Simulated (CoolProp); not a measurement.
Properties of R123 along the isotherm 344.9 K (Tc = 456.8 K, pc = 3.662 MPa, ω = 0.282).

Values from CoolProp's reference Helmholtz-energy equation of state, Younglove 1994. It is a modified Benedict-Webb-Rubin equation, recast in Helmholtz form.

```tsv
p (MPa)	phase	Z	cp (kJ/(kg K))	speed of sound (m/s)	fugacity coefficient
0.61	liquid	0.02433	1.084	532.0	0.5888
1.22	liquid	0.04855	1.081	537.5	0.3017
1.83	liquid	0.07265	1.078	543.0	0.2060
2.44	liquid	0.09666	1.075	548.3	0.1583
3.05	liquid	0.1206	1.072	553.5	0.1297
3.66	liquid	0.1444	1.070	558.6	0.1108
4.27	liquid	0.1681	1.067	563.5	0.09725
4.88	liquid	0.1917	1.065	568.4	0.08716
5.49	liquid	0.2153	1.063	573.2	0.07935
6.1	liquid	0.2387	1.061	577.9	0.07314
6.71	liquid	0.2621	1.059	582.6	0.06810
7.32	liquid	0.2854	1.057	587.1	0.06393
7.93	liquid	0.3086	1.055	591.6	0.06043
8.54	liquid	0.3318	1.053	596.0	0.05746
9.15	liquid	0.3549	1.051	600.3	0.05491
```
